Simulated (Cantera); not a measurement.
A freely propagating, adiabatic, planar premixed flame of H₂ : O₂ : N₂ = 1 : 0.185 : 0.696 (molar parts), unburnt at 450 K and 413 Torr; mixture-averaged transport, grid criteria slope 0.08 and curve 0.16, no radiation.

Cantera simulation using the H2/O2 subset of GRI-Mech 3.0, which has no nitrogen chemistry; the numbers are that mechanism's predictions, not measurements. Burning velocities carry a grid error of a few per cent, more on coarse grids.

What does this change do: H2 1 to 1.3 parts?


| quantity | before | after |
|---|---|---|
| laminar burning velocity | 471 cm/s | 390 cm/s |
| thermal thickness | 0.934 mm | 1.02 mm |
| peak x(OH) | 0.00143 | 0.000645 |
| peak x(HO₂) | 0.000215 | 0.000188 |
| peak x(H) | 0.0775 | 0.0584 |
